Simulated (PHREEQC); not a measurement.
Make-up at 20 °C: 0.0015 mol/kgw Pb(NO3)2, 0.26 mol/kgw NaNO3 and 0.013 mol/kgw Zn(NO3)2. Closed to the air; pH follows from the charge balance.

Equilibrium calculation in PHREEQC: ion-association model, phreeqc.dat.

| Property | Value |
|---|---|
| pH | 5.57 |
| ionic strength | 0.302 mol/kgw |
| activity of water | 0.990 |
| specific conductance | 23400 µS/cm |
| density | 1.015 g/cm³ |

| species | molality | activity | log γ |
|---|---|---|---|
| NO3- | 0.288 | 0.190 | -0.180 |
| Na+ | 0.260 | 0.190 | -0.135 |
| Zn+2 | 0.0130 | 0.00338 | -0.585 |
| PbNO3+ | 0.000791 | 0.000581 | -0.134 |
| Pb+2 | 0.000707 | 0.000207 | -0.534 |
| H+ | 3.42e-6 | 2.68e-6 | -0.106 |
| PbOH+ | 2.03e-6 | 1.49e-6 | -0.134 |
| ZnOH+ | 1.27e-6 | 9.32e-7 | -0.134 |
| Pb2OH+3 | 1.10e-7 | 6.89e-9 | -1.202 |
| Zn(OH)2 | 5.43e-9 | 5.82e-9 | 0.030 |

No solid was allowed to form.
